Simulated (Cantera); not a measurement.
Cantera run, input and output.

```python
import numpy as np
import cantera as ct

gas = ct.Solution("gri30.yaml")


def delay(T, t_max=10):
    gas.TPX = T, 3600000, {'C3H8': 1, 'O2': 10.6, 'N2': 30.9}
    reactor = ct.IdealGasConstPressureReactor(gas, clone=False)
    net = ct.ReactorNet([reactor])
    net.rtol, net.atol = 1e-8, 1e-16
    while net.time < t_max:
        t_old, T_old = net.time, reactor.T
        net.step()
        if reactor.T > T + 400:  # ignition: a rise of 400 K
            return t_old + (T + 400 - T_old) / (reactor.T - T_old) * (net.time - t_old)
    return np.nan


taus = []
for T in [1300, 1350, 1400, 1450, 1500, 1550]:
    taus.append(delay(T))
    print(f"T0 = {T:6g} K   tau = {taus[-1]:.4e} s")
```

Result:

```
T0 =   1300 K   tau = 1.0710e-04 s
T0 =   1350 K   tau = 5.4085e-05 s
T0 =   1400 K   tau = 2.8510e-05 s
T0 =   1450 K   tau = 1.5760e-05 s
T0 =   1500 K   tau = 9.1556e-06 s
T0 =   1550 K   tau = 5.5881e-06 s
```

Detailed kinetics in Cantera: GRI-Mech 3.0 (53 species, 325 reactions). GRI-Mech 3.0 was tuned for natural gas; its chemistry of propane as a main component is partial and can be far from experiment. The pressure lies above the range GRI-Mech 3.0 was tuned for (to about 10 atm).
